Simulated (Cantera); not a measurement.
Cantera run:

```python
import numpy as np
import cantera as ct

gas_names = """
    H H2 H2S N NH NH2 NH3 N2 N2H2 N2H4 S SH SN S2 S8
""".split()
cond_names = """
    S(cr1) S(cr2) S(L)
""".split()


def load(file, names, dense=False):
    # The tables refer to 1 bar. Condensed volumes are neglected.
    table = {s.name: s for s in ct.Species.list_from_file(file)}
    out = []
    for n in names:
        d = dict(table[n].input_data)
        d["thermo"] = dict(d["thermo"], **{"reference-pressure": 1e5})
        if dense:
            d["equation-of-state"] = {"model": "constant-volume", "density": "1e6 g/cm^3"}
        out.append(ct.Species.from_dict(d))
    return out


gas = ct.Solution(thermo="ideal-gas", species=load("nasa_gas.yaml", gas_names))
cond = {s.name: ct.Solution(thermo="fixed-stoichiometry", species=[s], name=s.name)
        for s in load("nasa_condensed.yaml", cond_names, dense=True)}
atoms = {
    'H2S': {'H': 2, 'S': 1},
    'H2': {'H': 2},
    'N2': {'N': 2},
}
top_T = {}  # K; cautious upper limits of use, not melting points


def equilibrate(T, P, feed):
    n = {}
    for name, mol in feed.items():
        for a, k in atoms[name].items():
            n[a] = n.get(a, 0.0) + k * mol
    gas.TPX = T, P, n
    mass = sum(n.values()) * gas.mean_molecular_weight
    gas.equilibrate("TP")
    valid = [c for c in cond.values() if c.min_temp <= T <= top_T.get(c.name, c.max_temp)]
    mix = ct.Mixture([(gas, mass / gas.mean_molecular_weight)] + [(c, 0.0) for c in valid])
    mix.T, mix.P = T, P
    mix.equilibrate("TP", solver="vcs", rtol=1e-11, max_steps=5000)
    return mix


results = []
feed = {'H2S': 1, 'H2': 0.034, 'N2': 9.6}  # mol
T = 1623  # K
P = 2700  # Pa
mix = equilibrate(T, P, feed)
results.append((T, P, feed, dict(zip(mix.species_names, mix.species_moles))))
print(gas.report(threshold=1e-05))
for i in range(1, mix.n_phases):
    print(f"{mix.phase(i).name:16s} {mix.phase_moles(i):12.5e} mol")
```

Result:

```
       temperature   1623 K
          pressure   2700 Pa
           density   0.005462 kg/m^3
  mean mol. weight   27.299 kg/kmol
   phase of matter   gas

                          1 kg             1 kmol
                     ---------------   ---------------
          enthalpy        1.7681e+06        4.8268e+07  J
   internal energy        1.2738e+06        3.4774e+07  J
           entropy             10091        2.7547e+05  J/K
    Gibbs function       -1.4609e+07       -3.9882e+08  J
 heat capacity c_p            1289.7             35207  J/K
 heat capacity c_v            985.11             26892  J/K

                      mass frac. Y      mole frac. X     chem. pot. / RT
                     ---------------   ---------------   ---------------
                 H        4.5625e-06        0.00012356           -12.449
                H2         0.0063724          0.086289           -24.897
               H2S          0.007521         0.0060252           -39.131
                N2           0.88734           0.86469           -30.015
                 S        0.00022089        0.00018808           -14.233
                SH         0.0018358         0.0015155           -26.682
                S2          0.096704          0.041171           -28.466
     [   +8 minor]        5.9953e-07          3.73e-07

S(L)              0.00000e+00 mol
```

These are equilibrium values from Cantera (NASA tables, ideal gas, pure condensed phases), not measurements of a reactor.
